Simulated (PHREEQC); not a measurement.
Solution A (53 mmol/kgw CuCl2, 6 mmol/kgw HCl and 0.077 mmol/kgw Na2SO4) is mixed with solution B (4.1 mmol/kgw H3BO3 and 2.7 mmol/kgw KOH) at 20 °C; shares are by mass of water, 1 kg in all. Oxygen alone is held at its pressure in air (log pO2 = -0.68). No CO2 enters from the air. The run lets Cu(OH)2, Brochantite, Antlerite, Atacamite, Halite, Mirabilite, Chalcanthite precipitate or redissolve, and no other solid.

The series has 11 steps of share of solution B, from 0 to 1.

Model: ion-association model, wateq4f.dat, run in PHREEQC.

### Question
Which solids form, in which order, and at which step of the series does each first stand?

### Answer
Atacamite from share of solution B = 0.7 (pH 4.47), last present at share of solution B = 0.9.

### Question
Between which two steps does the pH jump most, and from what to what?

### Answer
Between share of solution B = 0.9 and 1: from 4.93 to 9.53.
